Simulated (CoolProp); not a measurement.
Properties of R236FA along the isotherm 126.85 °C.

Model: reference Helmholtz-energy equation of state, Pan 2012, in CoolProp.

```
p (MPa)          phase  density (kg/m³)  speed of sound (m/s)  Joule-Thomson coefficient (K/MPa)  expansivity (1/kK)  viscosity (µPa s)  fugacity coefficient
-------  -------------  ---------------  --------------------  ---------------------------------  ------------------  -----------------  --------------------
0.299              gas            14.13                 147.9                              9.058               2.822               14.8                0.9681
0.598              gas            29.30                 143.4                              9.469               3.212               14.9                0.9366
0.897              gas            45.71                 138.6                                  …               3.693               15.1                0.9054
1.2                gas            63.90                 133.4                              10.48               4.313               15.3                0.8741
1.5                gas            83.87                 127.9                              11.11               5.118               15.5                0.8433
1.79               gas            105.6                 122.1                              11.83               6.176               15.8                0.8136
2.09               gas            131.6                 115.5                              12.74               7.759               16.3                0.7828
2.39               gas            162.9                     …                              13.86               10.28               16.9                0.7519
2.69               gas            203.3                 99.20                              15.30               15.01               18.0                0.7205
2.99               gas            263.5                 88.37                                  …               27.56               20.0                0.6881
3.29     supercritical            453.1                 70.47                              17.30               319.2               29.7                0.6529
3.59     supercritical                …                 108.0                              5.270               32.84               61.2                0.6102
3.89     supercritical            834.3                 131.4                              3.568               19.36               68.5                0.5727
4.19     supercritical            865.3                 148.4                              2.765               14.56               73.5                0.5404
4.49     supercritical            888.4                 162.4                              2.274               11.99               77.5                0.5122
4.79     supercritical            907.1                 174.4                              1.934               10.35               81.0                0.4875
```

Q: Complete the blanks.

A: 
- 0.897, Joule-Thomson coefficient (K/MPa): 9.936
- 2.39, speed of sound (m/s): 107.9
- 2.99, Joule-Thomson coefficient (K/MPa): 17.15
- 3.59, density (kg/m³): 784.5

Viscosity comes from a separate model (Huber 2003), an estimate that may be off by 10 % or more.
